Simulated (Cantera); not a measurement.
A freely propagating, adiabatic, planar premixed flame of 40.3 % H2, 12.6 % O2, 47.1 % N2, unburnt at 425 K and 4.34 atm; mixture-averaged transport, grid criteria slope 0.08 and curve 0.16, no radiation.

Cantera simulation using the H2/O2 subset of GRI-Mech 3.0, which has no nitrogen chemistry; the numbers are that mechanism's predictions, not measurements. The hydrogen kinetics of GRI-Mech 3.0 are dated; newer H2 mechanisms differ, most at raised pressure. Burning velocities carry a grid error of a few per cent, more on coarse grids.

x: mole fraction of selected species; z is measured from the peak of heat release.

```csv
z (mm),T (K),u (m/s),x H2,x O2,x HO2,x H2O,x O,x OH
-0.169,425,5.25,0.403,0.126,<1e-8,<1e-8,<1e-8,<1e-8
-0.113,425,5.25,0.403,0.126,<1e-8,1.13e-8,<1e-8,<1e-8
-0.0845,425,5.25,0.403,0.126,2.23e-8,1.61e-7,<1e-8,<1e-8
-0.0563,426,5.26,0.402,0.126,7.02e-7,4.04e-6,3.04e-8,<1e-8
-0.0282,473,5.75,0.390,0.127,0.000351,0.00145,5.61e-6,[?]
-0.0141,792,9.27,0.349,0.120,0.000833,0.0279,0.000229,[?]
0,1245,14.2,0.277,0.0903,0.000343,0.0983,0.00182,[?]
0.0141,1570,17.6,0.206,0.0463,0.000152,0.183,0.00351,[?]
0.0282,1747,19.5,0.167,0.0185,5.78e-5,0.234,0.00317,[?]
0.0563,1903,21.1,0.150,0.00357,1.08e-5,0.264,0.00201,0.00735
0.113,2032,22.4,0.153,0.00101,3.27e-6,0.272,0.00120,0.00686
0.225,2137,23.4,0.159,0.000481,1.61e-6,0.278,0.000607,[?]
0.451,2216,24.1,0.163,0.000199,6.88e-7,0.282,0.000253,[?]
```

Q: Complete the blanks.

A: 
- -0.0282, x OH: 3.08e-5
- -0.0141, x OH: 0.00115
- 0, x OH: 0.00219
- 0.0141, x OH: 0.00460
- 0.0282, x OH: 0.00634
- 0.225, x OH: 0.00546
- 0.451, x OH: 0.00381
